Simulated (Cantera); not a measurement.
An isothermal, constant-pressure homogeneous reactor starts with CH2O : O2 : N2 = 0.022 : 0.0047 : 1 (molar parts), equivalence ratio 4.7, at 1575 K and 760 Torr.

Cantera simulation using GRI-Mech 3.0 (53 species, 325 reactions); the numbers are that mechanism's predictions, not measurements.

One state of this run: x CH2O = 1.87e-10; x O2 = 5.97e-7; x C2H = <1e-12; x HO2 = 1.65e-10; x CH4 = 1.10e-12. x: mole fraction; the columns are a selection and need not sum to one.

### Question
Which value of t (s) does it belong to?
(A) 0.00383
(B) 0.396
(C) 1.00
(D) 0.000600

### Answer
A, 0.00383
